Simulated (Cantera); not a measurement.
**Gas-phase reforming**

A perfectly stirred reactor is fed with CH₄ : CO₂ : H₂ = 1 : 0.47 : 0.18 (molar parts), at 140000 Pa; it is held at 1873 K, and followed from long to short residence time.

Cantera simulation using GRI-Mech 3.0 (53 species, 325 reactions); the numbers are that mechanism's predictions, not measurements. GRI-Mech 3.0 stops at C3 and has no aromatics, soot or wall deposition, so with more carbon than oxygen in the feed, carbon stays in small species such as C2H2 where larger ones or solid carbon would form.

```
τ (s)     x CH₄    x CO₂   x H₂   x CH₂O    x C₂H₆  x CH₂CO
-------  ------  -------  -----  -------  --------  -------
0.38     0.0180  0.00407  0.572  2.27e-7   4.12e-6  1.02e-5
0.14     0.0271  0.00817  0.543  4.95e-7   9.33e-6  2.07e-5
0.055    0.0403   0.0146  0.506  1.13e-6   2.12e-5  3.61e-5
0.021    0.0618   0.0266  0.464  2.56e-6   5.07e-5  5.40e-5
0.0078   0.0987   0.0519  0.426  5.47e-6  0.000126  6.36e-5
0.0029    0.161    0.100  0.394  1.08e-5  0.000306  5.36e-5
0.0011    0.251    0.163  0.354  1.93e-5  0.000675  3.15e-5
0.00042   0.359    0.218  0.290  3.09e-5   0.00129  1.32e-5
0.00016   0.465    0.255  0.212  4.24e-5   0.00199  3.65e-6
```
x: mole fraction; the columns are a selection and need not sum to one.
